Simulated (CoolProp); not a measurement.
R1123 along the isobar 5860 kPa: fugacity coefficient from the reference equation and from simpler models built on Tc = 331.7 K, pc = 4549 kPa, ω = 0.243; each cubic takes its own stable root.

Model: reference Helmholtz-energy equation of state, Akasaka 2020, in CoolProp.

```json
[
 {"T (K)": "270", "phase": "liquid", "reference": "0.1673"},
 {"T (K)": "287", "phase": "liquid", "reference": "0.2506"},
 {"T (K)": "304", "phase": "liquid", "reference": "0.3509"},
 {"T (K)": "321", "phase": "liquid", "reference": "0.4636"},
 {"T (K)": "337.9", "phase": "supercritical", "reference": "0.5780"},
 {"T (K)": "354.9", "phase": "supercritical", "reference": "0.6631"},
 {"T (K)": "371.9", "phase": "supercritical", "reference": "0.7177"},
 {"T (K)": "388.9", "phase": "supercritical", "reference": "0.7604"},
 {"T (K)": "405.9", "phase": "supercritical", "reference": "0.7954"},
 {"T (K)": "422.9", "phase": "supercritical", "reference": "0.8249"},
 {"T (K)": "439.9", "phase": "supercritical", "reference": "0.8501"},
 {"T (K)": "456.9", "phase": "supercritical", "reference": "0.8717"}
]
```

Task: How far does each simpler model (van der Waals, Redlich-Kwong, Soave-Redlich-Kwong, Peng-Robinson) lie from the reference over these 12 states: mean and median of the absolute difference, and the worst?

Result: 
- van der Waals: mean 17.6 %, median 3.7 %, worst +88.3 % at 270 K and 5860 kPa
- Redlich-Kwong: mean 6.5 %, median 2.5 %, worst +27.1 % at 270 K and 5860 kPa
- Soave-Redlich-Kwong: mean 2.2 %, median 1.3 %, worst +4.2 % at 287 K and 5860 kPa
- Peng-Robinson: mean 1.6 %, median 1.9 %, worst -2.6 % at 354.9 K and 5860 kPa
